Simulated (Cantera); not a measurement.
An isothermal, constant-pressure homogeneous reactor starts with NO : N2 = 1 : 0.64 (molar parts), at 1700 K and 1.18 atm.

Model: GRI-Mech 3.0 (53 species, 325 reactions), integrated in Cantera.

x: mole fraction; the columns are a selection and need not sum to one.

| t (s) | x NO | x O | x N2O | x O2 | x N2 |
|---|---|---|---|---|---|
| 4.00e-5 | 0.610 | 3.18e-7 | 1.59e-6 | 2.28e-9 | 0.390 |
| 9.49e-5 | 0.610 | 3.43e-7 | 3.74e-6 | 7.52e-9 | 0.390 |
| 0.000225 | 0.610 | 4.01e-7 | 8.73e-6 | 2.82e-8 | 0.390 |
| 0.000533 | 0.610 | 5.41e-7 | 1.99e-5 | 1.40e-7 | 0.390 |
| 0.00126 | 0.610 | 8.81e-7 | 4.29e-5 | 9.90e-7 | 0.390 |
| 0.00300 | 0.609 | 1.66e-6 | 8.23e-5 | 9.44e-6 | 0.390 |
| 0.00711 | 0.609 | 2.82e-6 | 0.000126 | 8.55e-5 | 0.390 |
| 0.0169 | 0.608 | 3.39e-6 | 0.000146 | … | 0.391 |
| 0.0400 | 0.606 | 3.64e-6 | 0.000146 | 0.00135 | 0.392 |
| 0.0949 | 0.602 | … | 0.000144 | … | 0.394 |
| 0.225 | 0.592 | 5.05e-6 | 0.000139 | 0.00855 | 0.399 |
| 0.533 | 0.569 | 6.69e-6 | 0.000128 | 0.0199 | 0.411 |
| 1.27 | 0.520 | 9.22e-6 | 0.000106 | 0.0440 | 0.435 |
| 3.00 | 0.431 | 1.26e-5 | 7.23e-5 | 0.0884 | 0.479 |

Task: Fill in the missing entries.

Result: 
- 0.0169, x O2: 0.000435
- 0.0949, x O: 4.12e-6
- 0.0949, x O2: 0.00351
